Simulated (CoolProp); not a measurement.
Computed with CoolProp (reference Helmholtz-energy equation of state, Lemmon 2006). It is a short technical equation, of lower accuracy than the large ones.

Q: Give the vapour pressure (kPa), enthalpy of vaporisation (kJ/kg), liquid cp (kJ/(kg K)) of saturated C3F8 (R218) at -44.05 °C.

A: 
```csv
T (°C),p (kPa),enthalpy of vaporisation (kJ/kg),liquid cp (kJ/(kg K))
-44.05,72.1,108,0.959
```
